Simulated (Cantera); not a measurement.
**Ignition delay**

Mixture: 3.58 % CH₄, 3.94 % H₂, 19.4 % O₂, 73.0 % N₂, at 330 Torr, adiabatic and at constant pressure. Ignition delay is the time to a rise of 400 K.

Cantera simulation using GRI-Mech 3.0 (53 species, 325 reactions); the numbers are that mechanism's predictions, not measurements. Where the delays flatten at high temperature, the 400 K rule measures the pace of heat release, not the induction time.

```tsv
T0 (K)	delay (ms)
1250	0.659
1300	0.477
1350	0.359
1400	0.278
1450	0.220
1500	0.177
1550	0.145
1600	0.120
1650	0.101
1700	0.0851
```

| Property | Result |
|---|---|
| apparent activation energy between 1600 and 1700 K | 79 kJ/mol |
